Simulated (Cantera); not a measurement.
Charge: 1 mol MgO, 2.6 mol HCl, 0.47 mol N2, held at 1450 °C and 1.00 bar.

Method: chemical equilibrium by Gibbs-energy minimisation in Cantera with the NASA 1993 tables (ideal gas, pure condensed phases). Candidate condensed phases: H2O, Mg, MgCl2, MgO, Mg(OH)2, NH4Cl; 38 gas species. Rates play no part.

Base state: HCl 0.645, N2 0.153, MgCl2 0.0989, H2O 0.0989, Cl 0.00245, H2 0.00138, Cl2 0.000129, OH 2.66e-5 (mole fractions); condensed: MgO(s).

Task: What changes in the equilibrium state with this change: 1 mol Cl2 added?

Result: 
| species | before | after |
|---|---|---|
| HCl | 0.645 | 0.510 |
| MgCl2 | 0.0989 | 0.192 |
| N2 | 0.153 | 0.103 |
| O2 | 3.34e-6 | 0.0798 |
| Cl2 | 0.000129 | 0.0387 |
| Cl | 0.00245 | 0.0426 |
| H2O | 0.0989 | 0.0318 |
| ClO | 8.59e-8 | 0.000230 |
| H2 | 0.00138 | 2.86e-6 |
| O | 1.04e-7 | 1.61e-5 |
| NO | 5.55e-6 | 0.000706 |
| HOCl | 4.41e-7 | 5.39e-5 |
| MgO(s), mol | 0.696 | 0.128 |

Task: What changes in the equilibrium state with this change: temperature from 1450 °C to 1327 °C?

Result: 
```tsv
species	before	after
HCl	0.645	0.697
N2	0.153	0.153
MgCl2	0.0989	0.0740
H2O	0.0989	0.0740
OH	2.66e-5	6.01e-6
Cl	0.00245	0.00114
H2	0.00138	0.000686
MgO(s), mol	0.696	0.773
```
